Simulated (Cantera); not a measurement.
Premixed flame

A freely propagating, adiabatic, planar premixed flame of CH3OH : O2 : N2 = 1 : 1.7 : 5.8 (molar parts), equivalence ratio 0.88, unburnt at 450 K and 1.30 bar; mixture-averaged transport, grid criteria slope 0.08 and curve 0.16, no radiation.

Model: GRI-Mech 3.0 (53 species, 325 reactions), integrated in Cantera. GRI-Mech 3.0 was tuned for natural gas; its chemistry of methanol as a main component is partial and can be far from experiment. Burning velocities carry a grid error of a few per cent, more on coarse grids.

```csv
z (mm),T (K),u (m/s),x CH3OH,x O2,x HCN,x HCO,x CH2CO,x H
-0.747,450,0.731,0.118,0.200,<1e-8,<1e-8,<1e-8,<1e-8
-0.498,453,0.737,0.117,0.199,<1e-8,<1e-8,<1e-8,<1e-8
-0.373,460,0.751,0.117,0.198,<1e-8,<1e-8,<1e-8,<1e-8
-0.249,519,0.855,0.113,0.192,<1e-8,<1e-8,3.69e-8,<1e-8
-0.124,864,1.47,0.0862,0.161,1.43e-8,1.43e-8,5.40e-7,4.99e-7
-0.0622,1246,2.17,0.0485,0.125,3.44e-8,7.45e-6,1.51e-6,4.55e-5
0,1665,2.98,0.00648,0.0834,6.90e-8,0.000183,2.96e-6,0.00142
0.0622,1814,3.25,4.25e-5,0.0588,6.48e-8,1.51e-5,5.34e-7,0.00497
0.124,1876,3.34,8.09e-8,0.0473,2.65e-8,2.08e-7,2.78e-8,0.00637
0.249,1961,3.47,<1e-8,0.0394,<1e-8,5.64e-8,<1e-8,0.00599
0.498,2061,3.62,<1e-8,0.0344,<1e-8,2.48e-8,<1e-8,0.00412
0.996,2156,3.76,<1e-8,0.0306,<1e-8,<1e-8,<1e-8,0.00220
1.99,2229,3.87,<1e-8,0.0275,<1e-8,<1e-8,<1e-8,0.00106
```
x: mole fraction of selected species; z is measured from the peak of heat release.

- laminar burning velocity: 73.0 cm/s
- thermal thickness: 0.249 mm
- peak x(HCN): 7.94e-8
- peak x(HCO): 0.000184
- peak x(CH2CO): 2.97e-6
- peak x(H): 0.00646
